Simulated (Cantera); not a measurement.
SF₆ + H₂O + N₂ (abatement and gas-phase synthesis)

Charge: 1 mol SF₆, 3 mol H₂O, 4.5 mol N₂, at 1 atm.

Method: chemical equilibrium by Gibbs-energy minimisation in Cantera with the NASA 1993 tables (ideal gas, pure condensed phases). Candidate condensed phases: H₂O, H₂SO₄, S; 62 gas species. Equilibrium is a limit: real reactors are often held back by kinetics, nucleation or transport.

```tsv
T (K)	x HF	x N₂	x SO₂	x O₂	x NO	x F	x O
1950	0.499	0.374	0.0832	0.0405	0.00201	0.000436	9.02e-5
2000	0.499	0.374	0.0832	0.0403	0.00231	0.000559	0.000133
2050	0.499	0.374	0.0831	0.0400	0.00263	0.000708	0.000193
2100	0.499	0.373	0.0831	0.0398	0.00298	0.000887	0.000276
2150	0.499	0.373	0.0830	0.0395	0.00336	0.00110	0.000386
2200	0.498	0.373	0.0829	0.0392	0.00375	0.00135	0.000532
2250	0.498	0.373	0.0827	0.0389	0.00417	0.00165	0.000723
2300	0.497	0.372	0.0825	0.0385	0.00462	0.00200	0.000968
2350	0.497	0.372	0.0822	0.0381	0.00508	0.00240	0.00128
```
x: gas mole fraction; nothing condenses.

From 1950 K to 2350 K nothing is condensed.
